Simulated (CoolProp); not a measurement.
Vapour pressure (bar) of the fluoroketone C6F12O (FK-5-1-12): the reference equation beside estimates from Tc = 441.8 K, pc = 18.69 bar, ω = 0.471. Clausius-Clapeyron is anchored at 370.8 K with a constant enthalpy of vaporisation of 22.54 kJ/mol.

Values from CoolProp's reference Helmholtz-energy equation of state, McLinden 2015.

| T (K) | reference | Lee-Kesler | Clausius-Clapeyron | van der Waals | Redlich-Kwong | Soave-Redlich-Kwong | Peng-Robinson |
|---|---|---|---|---|---|---|---|
| 332.9 | 1.448 | 1.449 | 1.836 | 5.399 | 2.954 | 1.452 | 1.445 |
| 342.4 | 1.943 | 1.945 | 2.301 | 6.176 | 3.651 | 1.952 | 1.938 |
| 351.8 | 2.553 | 2.554 | 2.843 | 7.012 | 4.446 | 2.570 | 2.545 |
| 361.3 | 3.307 | 3.308 | 3.482 | 7.925 | 5.363 | 3.337 | 3.300 |
| 370.8 | 4.220 | 4.218 | 4.220 | 8.910 | 6.402 | 4.267 | 4.216 |
| 380.3 | 5.313 | 5.308 | 5.066 | 9.969 | 7.569 | 5.381 | 5.315 |
| 389.8 | 6.607 | 6.599 | 6.027 | 11.10 | 8.873 | 6.703 | 6.623 |
| 399.2 | 8.112 | 8.102 | 7.100 | 12.30 | 10.30 | 8.237 | 8.146 |

Absolute difference from the reference over all 8 rows, mean and median: Lee-Kesler 0.1 and 0.1 %, Clausius-Clapeyron 11.0 and 10.1 %, van der Waals 140.4 and 125.4 %, Redlich-Kwong 60.5 and 56.9 %, Soave-Redlich-Kwong 1.0 and 1.0 %, Peng-Robinson 0.2 and 0.2 %.
